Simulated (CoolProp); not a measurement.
Vapour-liquid equilibrium of carbon dioxide (1) + ethane (2) at 1.16 MPa; x and y are mole fractions of (1).

The numbers come from the multi-fluid Helmholtz-energy mixture model, Span 1996 and Bücker 2006; pair parameters Kunz 2012 in CoolProp.

```json
[
 {"x": "0.05", "bubble temperature, mixture model (°C)": "-30.4", "bubble temperature, Raoult's law (°C)": "-27.7", "y, mixture model": "0.120", "y, Raoult's law": "0.066"},
 {"x": "0.125", "bubble temperature, mixture model (°C)": "-34.3", "bubble temperature, Raoult's law (°C)": "-28.5", "y, mixture model": "0.259", "y, Raoult's law": "0.161"},
 {"x": "0.2", "bubble temperature, mixture model (°C)": "-37.1", "bubble temperature, Raoult's law (°C)": "-29.4", "y, mixture model": "0.360", "y, Raoult's law": "0.252"},
 {"x": "0.275", "bubble temperature, mixture model (°C)": "-39.1", "bubble temperature, Raoult's law (°C)": "-30.1", "y, mixture model": "0.436", "y, Raoult's law": "0.337"},
 {"x": "0.35", "bubble temperature, mixture model (°C)": "-40.4", "bubble temperature, Raoult's law (°C)": "-30.8", "y, mixture model": "0.493", "y, Raoult's law": "0.419"},
 {"x": "0.425", "bubble temperature, mixture model (°C)": "-41.3", "bubble temperature, Raoult's law (°C)": "-31.5", "y, mixture model": "0.539", "y, Raoult's law": "0.497"},
 {"x": "0.5", "bubble temperature, mixture model (°C)": "-41.8", "bubble temperature, Raoult's law (°C)": "-32.2", "y, mixture model": "0.577", "y, Raoult's law": "0.571"},
 {"x": "0.575", "bubble temperature, mixture model (°C)": "(withheld)", "bubble temperature, Raoult's law (°C)": "-32.8", "y, mixture model": "0.610", "y, Raoult's law": "0.642"},
 {"x": "0.65", "bubble temperature, mixture model (°C)": "-42.2", "bubble temperature, Raoult's law (°C)": "-33.5", "y, mixture model": "0.642", "y, Raoult's law": "0.711"},
 {"x": "0.725", "bubble temperature, mixture model (°C)": "-42.0", "bubble temperature, Raoult's law (°C)": "-34.0", "y, mixture model": "0.677", "y, Raoult's law": "0.777"},
 {"x": "0.8", "bubble temperature, mixture model (°C)": "-41.6", "bubble temperature, Raoult's law (°C)": "-34.6", "y, mixture model": "(withheld)", "y, Raoult's law": "0.841"},
 {"x": "0.875", "bubble temperature, mixture model (°C)": "-40.5", "bubble temperature, Raoult's law (°C)": "-35.2", "y, mixture model": "0.782", "y, Raoult's law": "0.902"},
 {"x": "0.95", "bubble temperature, mixture model (°C)": "-38.5", "bubble temperature, Raoult's law (°C)": "-35.7", "y, mixture model": "(withheld)", "y, Raoult's law": "0.961"}
]
```

**Question.** Complete the blanks.

**Answer.** 
- 0.575, bubble temperature, mixture model (°C): -42.1
- 0.8, y, mixture model: 0.719
- 0.95, y, mixture model: 0.886

The largest gap from Raoult's law is -9.8 K in bubble temperature, at x = 0.425. y crosses x between x = 0.575 and 0.65: the model has an azeotrope there.

The pair parameters rest on a limited set of measurements; away from them the model extrapolates.
